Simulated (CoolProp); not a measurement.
A single-stage vapour-compression cycle with n-perfluorohexane: evaporating at 320.15 K (dew point), condensing at 381.15 K (bubble point), superheat 8 K, subcooling 5 K, compressor efficiency 0.7, no pressure losses. Each further row changes one setting.

The numbers come from the reference Helmholtz-energy equation of state, Gao 2022 in CoolProp.

```tsv
case	cooling COP	pressure ratio	discharge temperature (K)	refrigerating effect (kJ/kg)	volumetric capacity (kJ/m³)
as stated	1.80	6.10	381.2	30.9	284
evaporating temperature 325.15 K	2.22	5.10	381.2	35.1	382
condensing temperature 376.15 K	2.25	5.40	376.2	36.8	339
subcooling 10 K	2.15	6.10	381.2	36.8	339
superheat 18 K	2.09	6.10	381.2	39.7	353
compressor efficiency 0.6	1.55	6.10	381.2	30.9	284
```

The compression ends wet for: as stated; evaporating temperature 325.15 K; condensing temperature 376.15 K; subcooling 10 K; superheat 18 K; compressor efficiency 0.6.
